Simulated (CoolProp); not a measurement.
Aqueous lithium chloride as a coolant, at 28 °C, 1 atm.

Model: Melinder's fits for secondary coolants, in CoolProp.

| mass % | freezing point (°C) | cp (kJ/(kg K)) | density (kg/m³) | Prandtl number | conductivity (W/(m K)) |
|---|---|---|---|---|---|
| 2.2 | -1.8 | 4.061 | 1009 | 6.06 | 0.605 |
| 4.7 | -4.7 | 3.932 | 1023 | 6.46 | 0.599 |
| 7.1 | -7.8 | 3.817 | 1037 | … | 0.593 |
| 9.6 | -11.5 | 3.703 | 1051 | 7.37 | 0.587 |
| 12.1 | -16.3 | 3.596 | 1066 | 7.95 | 0.581 |
| 14.5 | … | 3.499 | 1080 | 8.59 | 0.575 |
| 17 | -30.9 | 3.405 | 1095 | … | 0.570 |
| 19.5 | -41.5 | 3.320 | 1110 | 10.3 | … |

Task: Some entries are withheld; supply them.

Result: 
- 7.1, Prandtl number: 6.88
- 14.5, freezing point (°C): -22.4
- 17, Prandtl number: 9.37
- 19.5, conductivity (W/(m K)): 0.564
